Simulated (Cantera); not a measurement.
A closed system holds: 1 mol CH₃Cl, 0.22 mol H₂, equilibrated at 3200 K and 51.0 Torr.

Cantera equilibrium calculation (NASA polynomials, part measured and part estimated; ideal gas, pure solids and liquids). Candidate condensed phases: C, C₆H₆, C₇H₈, C₈H₁₈; 91 gas species. The tables' values for CCl are old estimates; treat these amounts as uncertain. The numbers say what is thermodynamically allowed, not how fast it happens.

What is the equilibrium state?


```json
{
  "x(H)": "0.459",
  "x(H₂)": "0.181",
  "x(Cl)": "0.179",
  "x(HCl)": "0.105",
  "x(C₃)": "0.0337",
  "x(C₂H₂ (acetylene))": "0.0194",
  "x(C₂H)": "0.0110",
  "x(C)": "0.00443",
  "x(C₂)": "0.00356",
  "n(C(graphite))": "0.352 mol",
  "gas_amount": "3.511 mol"
}
```
